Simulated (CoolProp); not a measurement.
A single-stage vapour-compression cycle with the fluid: evaporating at 306.15 K (dew point), condensing at 332.15 K (bubble point), superheat 0 K, subcooling 2 K, compressor efficiency 0.7, no pressure losses. The same conditions are run with several fluids, on thermodynamics alone (safety and materials aside).

Values from CoolProp's reference Helmholtz-energy equation of state of each fluid (R134a: Tillner-Roth 1994; tetrahydrofuran: Fiedler 2023; R124: de Vries 1995; R142b: Lemmon 2006; isohexane: Lemmon 2006; R1336mzz(Z): McLinden 2020).

Problem. Rank R134a, tetrahydrofuran, R124, R142b, isohexane, R1336mzz(Z) by cooling COP, highest first.

Solution. tetrahydrofuran (7.81), isohexane (7.51), R1336mzz(Z) (7.38), R142b (7.31), R124 (7.09), R134a (6.88)

| fluid | pressure ratio | discharge temperature (K) | refrigerating effect (kJ/kg) | volumetric capacity (kJ/m³) |
|---|---|---|---|---|
| R134a | 1.96 | 339.3 | 134 | 5480 |
| tetrahydrofuran | 2.65 | 350.1 | 397 | 346 |
| R124 | 2.00 | 335.0 | 113 | 3380 |
| R142b | 1.99 | 338.5 | 163 | 3110 |
| isohexane | 2.51 | 332.1 | 286 | 386 |
| R1336mzz(Z) | 2.38 | 332.2 | 134 | 910 |

The compression ends wet for: isohexane; R1336mzz(Z).
